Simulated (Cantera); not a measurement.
Reactions in the system H-O-P

Cantera with NASA thermochemical tables; ideal gases at 1 bar, condensed phases pure. Values are per mole of reaction as written; species without (g) are pure solids or liquids, kept so even where they would boil at 1 bar.

10 OH(g) + 2 P₂(g) → P₄O₁₀ + 10 H(g)

```tsv
T (K)	ΔH° (kJ)	ΔS° (J/K)	ΔG° (kJ)	log10 K
400	-1502.5	-874.1	-1152.9	150.55
450	-1496.8	-860.6	-1109.5	128.78
500	-1490.0	-846.4	-1066.8	111.45
550	-1482.4	-831.9	-1024.9	97.33
600	-1473.9	-817.1	-983.6	85.63
```
